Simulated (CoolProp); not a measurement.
Sulfur dioxide at several states: density (kg/m³) from the reference equation and from simpler models built on Tc = 430.6 K, pc = 7.887 MPa, ω = 0.256; each cubic takes its own stable root.

Values from CoolProp's reference Helmholtz-energy equation of state, Gao 2016.

```json
[
 {"T (K)": "329.9", "p (MPa)": "0.0459", "phase": "gas", "reference": "1.078", "van der Waals": "1.076", "Soave-Redlich-Kwong": "1.077", "Peng-Robinson": "1.077"},
 {"T (K)": "203.2", "p (MPa)": "0.0754", "phase": "liquid", "reference": "1614", "van der Waals": "2.905", "Soave-Redlich-Kwong": "1423", "Peng-Robinson": "1599"},
 {"T (K)": "337.6", "p (MPa)": "0.413", "phase": "gas", "reference": "9.866", "van der Waals": "9.701", "Soave-Redlich-Kwong": "9.814", "Peng-Robinson": "9.839"}
]
```

At some of these states van der Waals gives the other phase, because its saturation line lies elsewhere.
